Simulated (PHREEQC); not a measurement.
# City or well water: an equilibrium model

Model water analysis in mg/L, 25 °C, pH 7.95, pe 8.1: Na 22.7; K 0.958; Ca 14; Mg 36.7; Cl 116; S(6) as SO4 14.3; Alkalinity as HCO3 77.3; Br 3.68; Zn 0.0476.

Valence states are taken as typed.

Equilibrium calculation in PHREEQC: ion-association model, phreeqc.dat.

| Item | Value |
|---|---|
| ionic strength | 0.00666 mol/kgw |
| specific conductance | 530 µS/cm |
| charge-balance error | -1.6 % |

| species | molality | activity | log γ |
|---|---|---|---|
| Cl- | 0.00327 | 0.00300 | -0.038 |
| Mg+2 | 0.00147 | 0.00105 | -0.144 |
| HCO3- | 0.00122 | 0.00112 | -0.036 |
| Na+ | 0.000987 | 0.000906 | -0.037 |
| Ca+2 | 0.000340 | 0.000243 | -0.146 |
| SO4-2 | 0.000123 | 8.77e-5 | -0.147 |
| Br- | 4.61e-5 | 4.22e-5 | -0.039 |
| CO2 | 2.82e-5 | 2.83e-5 | 0.001 |
| K+ | 2.45e-5 | 2.24e-5 | -0.038 |
| MgSO4 | 2.16e-5 | 2.17e-5 | 0.001 |
| MgHCO3+ | 1.51e-5 | 1.38e-5 | -0.038 |
| CO3-2 | 6.55e-6 | 4.69e-6 | -0.145 |

No solid was allowed to form. Complexes and solids missing from the database can't appear. The database's zinc carbonate complexes are estimates, stronger than later reviews accept.
